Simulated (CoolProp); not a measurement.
A simple Rankine cycle with isobutane: condensing at 330.15 K, boiler at 2.6 MPa, turbine inlet 538 K, turbine efficiency 0.65, pump efficiency 0.6, no recuperator. Each further row changes one setting.

Model: reference Helmholtz-energy equation of state, Bücker 2006, in CoolProp.

| case | thermal efficiency (%) | net work (kJ/kg) | heat in (kJ/kg) | turbine exit temperature (K) | volume ratio over the turbine |
|---|---|---|---|---|---|
| as stated | 6.2 | 46.8 | 757 | 511.2 | 3.25 |
| turbine inlet 558 K | 6.1 | 49.3 | 815 | 531.6 | 3.23 |
| condensing temperature 322.15 K | 7.1 | 55.1 | 778 | 507.3 | 3.93 |
| boiler pressure 1.82 MPa | 4.5 | 34.2 | 769 | 520.2 | 2.25 |
| turbine efficiency 0.55 | 5.1 | 38.7 | 757 | 514.3 | 3.27 |
